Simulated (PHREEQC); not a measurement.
Solution (25 °C): 31 mmol/kgw HCl, 0.062 mmol/kgw ZnSO4 and 2 mmol/kgw MnSO4. Closed to the air; pH follows from the charge balance.

Equilibrium calculation in PHREEQC: ion-association model, phreeqc.dat.

Problem. The ionic strength comes out as 0.0363 mol/kgw. What activity coefficients do HSO4-, H+, SO4-2, Mn+2, ZnCl+ get?

Solution. HSO4- 0.84, H+ 0.87, SO4-2 0.50, Mn+2 0.52, ZnCl+ 0.84.

Precipitation was switched off in this run.
